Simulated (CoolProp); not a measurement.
Properties of n-heptane at several states.

Model: reference Helmholtz-energy equation of state, Span 2003, in CoolProp. It is a short technical equation, of lower accuracy than the large ones.

| T (K) | p (bar) | phase | Z | isothermal compressibility (1/MPa) | viscosity (µPa s) | conductivity (mW/(m K)) | fugacity coefficient |
|---|---|---|---|---|---|---|---|
| 419.1 | 24.9 | liquid | 0.1252 | 0.004688 | 142 | 91.2 | 0.1363 |
| 471.5 | 2.95 | gas | 0.9350 | 3.641 | 9.26 | 30.9 | 0.9389 |
| 228.1 | 0.669 | liquid | 0.004791 | 0.0008479 | 1050 | 144 | 0.0007252 |

Viscosity comes from a separate model (Michailidou 2014). Thermal conductivity comes from a separate model (Assael 2013).
